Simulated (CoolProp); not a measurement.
A single-stage vapour-compression cycle with R113: evaporating at 321.15 K (dew point), condensing at 391.15 K (bubble point), superheat 10 K, subcooling 5 K, compressor efficiency 0.8, no pressure losses. Each further row changes one setting.

Values from CoolProp's reference Helmholtz-energy equation of state, Marx 1992.

| case | cooling COP | pressure ratio | discharge temperature (K) | refrigerating effect (kJ/kg) | volumetric capacity (kJ/m³) |
|---|---|---|---|---|---|
| as stated | ? | 6.35 | 391.2 | 87.3 | 634 |
| evaporating temperature 326.15 K | 2.99 | 5.40 | 391.2 | ? | 765 |
| condensing temperature 386.15 K | 2.97 | 5.70 | 386.2 | 92.4 | 671 |
| subcooling 10 K | 2.81 | 6.35 | 391.2 | 92.4 | 671 |
| superheat 20 K | 2.75 | 6.35 | 398.5 | 94.3 | 662 |
| compressor efficiency 0.7 | 2.32 | 6.35 | ? | 87.3 | 634 |

### Question
Some entries are withheld; supply them.

### Answer

- as stated, cooling COP: 2.65
- evaporating temperature 326.15 K, refrigerating effect (kJ/kg): 90.5
- compressor efficiency 0.7, discharge temperature (K): 393.9

The compression ends wet for: as stated; evaporating temperature 326.15 K; condensing temperature 386.15 K; subcooling 10 K.
